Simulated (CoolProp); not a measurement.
Values from CoolProp's reference Helmholtz-energy equation of state, Thol 2016.

Give the vapour pressure (MPa), vapour density (kg/m³), surface tension (mN/m) of saturated hexamethyldisiloxane (MM) at 326.7, 399.8, 418 K.


```
T (K)  p (MPa)  vapour density (kg/m³)  surface tension (mN/m)
-----  -------  ----------------------  ----------------------
326.7   0.0203                    1.24                    12.9
399.8    0.204                    11.1                    7.03
418      0.313                    17.0                    5.69
```

Surface tension comes from a separate correlation (Mulero 2014), older than this fluid's equation and unchecked against measurements.
